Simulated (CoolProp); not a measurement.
Tetradecamethylhexasiloxane (MD4M) at several states: fugacity coefficient from the reference equation and from simpler models built on Tc = 653.2 K, pc = 8.286 bar, ω = 0.800; each cubic takes its own stable root.

Values from CoolProp's reference Helmholtz-energy equation of state, Thol 2019.

```csv
T (K),p (bar),phase,reference
613.2,0.23,gas,0.9858
481.6,5.27,liquid,0.05495
303.6,0.186,liquid,6.904e-5
354.5,0.564,liquid,0.001676
```

### Question
How far does each simpler model (Soave-Redlich-Kwong, Peng-Robinson) lie from the reference over these 4 states: mean and median of the absolute difference, and the worst?

### Answer
- Soave-Redlich-Kwong: mean 24.8 %, median 12.6 %, worst +73.7 % at 303.6 K and 0.186 bar
- Peng-Robinson: mean 55.1 %, median 29.8 %, worst +160.7 % at 303.6 K and 0.186 bar
